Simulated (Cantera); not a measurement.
Feed: 1 mol Fe, 0.0042 mol H₂S, 270 mol H₂, 0.19 mol CO, held at 975 °C and 1.33 mbar.

Method: chemical equilibrium by Gibbs-energy minimisation in Cantera with the NASA 1993 tables (ideal gas, pure condensed phases). Candidate condensed phases: C, C₆H₆, C₇H₈, C₈H₁₈, Fe, Fe(CO)₅, FeO, Fe(OH)₂, Fe(OH)₃, FeS, FeSO₄, FeS₂, Fe₂O₃, Fe₂(SO₄)₃, Fe₃O₄, H₂O, H₂SO₄, S; 127 gas species. Kinetics and transport are ignored.

Base state: H₂ 0.999, CO 0.000703, H₂S 1.54e-5, H 1.28e-5 (mole fractions); condensed: Fe(γ).

**Question.** What changes in the equilibrium state with this change: temperature from 975 °C to 1302 °C?

**Answer.** 
| species | before | after |
|---|---|---|
| H₂ | 0.999 | 0.998 |
| H | 1.28e-5 | 0.00114 |
| CO | 0.000703 | 0.000702 |
| Fe | 1.76e-7 | 0.000512 |
| H₂S | 1.54e-5 | 1.22e-5 |
| Fe(γ), mol | 1.000 | 0.861 |
